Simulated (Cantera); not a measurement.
A perfectly stirred reactor is fed with 2.73 % CH4, 3.55 % C2H6, 19.7 % O2, 74.0 % N2, equivalence ratio 0.91, at 1.00 bar; it is adiabatic with a 325 K inlet, and is followed from long to short residence time, starting on the burning branch (τ in s: 0.029, 0.014, 0.0069, 0.0033, 0.0016, 0.00077, 0.00037, 0.00018, 8.7e-05, 4.2e-05, 2e-05).

Detailed kinetics in Cantera: GRI-Mech 3.0 (53 species, 325 reactions).

Q: Predict: blow-out, bracketed by the residence times tried; x(CH4) at τ = 29.0 ms; x(C2H6) at τ = 29.0 ms; x(O2) at τ = 29.0 ms; x(CH2) at τ = 29.0 ms; x(H) at τ = 29.0 ms; x(CH4) at τ = 0.770 ms; x(C2H6) at τ = 0.770 ms; x(O2) at τ = 0.770 ms; x(CH2) at τ = 0.770 ms; x(H) at τ = 0.770 ms.

A: 
| Quantity | Result |
|---|---|
| blow-out, bracketed by the residence times tried | burning at 87.0 µs, out at 42.0 µs |
| x(CH4) at τ = 29.0 ms | 3.24e-6 |
| x(C2H6) at τ = 29.0 ms | 6.11e-7 |
| x(O2) at τ = 29.0 ms | 0.0206 |
| x(CH2) at τ = 29.0 ms | 2.77e-7 |
| x(H) at τ = 29.0 ms | 0.000552 |
| x(CH4) at τ = 0.770 ms | 4.76e-5 |
| x(C2H6) at τ = 0.770 ms | 1.44e-5 |
| x(O2) at τ = 0.770 ms | 0.0296 |
| x(CH2) at τ = 0.770 ms | 2.77e-6 |
| x(H) at τ = 0.770 ms | 0.00454 |
